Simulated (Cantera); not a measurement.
## Ignition delay

Mixture: H₂ : O₂ : N₂ : NO = 1 : 0.312 : 1.06 : 0.0025 (molar parts), at 9000 Torr, adiabatic and at constant pressure. Ignition delay is the time to a rise of 400 K.

Computed with Cantera and GRI-Mech 3.0 (53 species, 325 reactions). The hydrogen kinetics of GRI-Mech 3.0 are dated; newer H2 mechanisms differ, most at raised pressure. The pressure lies above the range GRI-Mech 3.0 was tuned for (to about 10 atm). The mechanism lacks 2 NO + O2 → 2 NO2 and HONO, so NO2 and the effect of NO are under-described below about 1400 K. Below about 950 K walls govern HO2 and H2O2 in real vessels.

```csv
T0 (K),delay (ms)
850,41.2
900,6.43
950,1.72
1000,0.645
1050,0.276
1100,0.122
```

- apparent activation energy between 1000 and 1100 K = 150 kJ/mol
